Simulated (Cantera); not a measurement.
# Equilibrium for calcination and drying: CsOH + H₂O + H₂

Charge: 1 mol CsOH, 5.5 mol H₂O, 0.5 mol H₂, equilibrated at 21.0 mbar.

Method: chemical equilibrium by Gibbs-energy minimisation in Cantera with the NASA 1993 tables (ideal gas, pure condensed phases). Candidate condensed phases: Cs, CsOH, H₂O; 15 gas species. Rates play no part.

```json
[
 {"T (K)": "925", "log p H₂O": "-1.78", "log p CsOH": "-2.58", "log p H₂": "-2.82", "log p Cs₂(OH)₂": "-3.67", "log p Cs": "-5.47", "log p H": "-10.99"},
 {"T (K)": "1000", "log p H₂O": "-1.78", "log p CsOH": "-2.54", "log p H₂": "-2.82", "log p Cs₂(OH)₂": "-4.32", "log p Cs": "-5.05", "log p H": "-10.06"},
 {"T (K)": "1075", "log p H₂O": "-1.78", "log p CsOH": "-2.53", "log p H₂": "-2.83", "log p Cs₂(OH)₂": "-4.93", "log p Cs": "-4.72", "log p H": "-9.25"},
 {"T (K)": "1150", "log p H₂O": "-1.78", "log p CsOH": "-2.53", "log p H₂": "-2.83", "log p Cs₂(OH)₂": "-5.48", "log p Cs": "-4.45", "log p H": "-8.54"},
 {"T (K)": "1225", "log p H₂O": "-1.78", "log p CsOH": "-2.53", "log p H₂": "-2.83", "log p Cs₂(OH)₂": "-5.97", "log p Cs": "-4.22", "log p H": "-7.92"},
 {"T (K)": "1300", "log p H₂O": "-1.78", "log p CsOH": "-2.54", "log p H₂": "-2.84", "log p Cs₂(OH)₂": "-6.41", "log p Cs": "-4.02", "log p H": "-7.38"},
 {"T (K)": "1375", "log p H₂O": "-1.78", "log p CsOH": "-2.55", "log p H₂": "-2.85", "log p Cs₂(OH)₂": "-6.80", "log p Cs": "-3.85", "log p H": "-6.89"}
]
```
log p: log10 of the partial pressure in bar; nothing condenses.

From 925 K to 1375 K nothing is condensed. The main Cs-bearing gas is CsOH throughout.
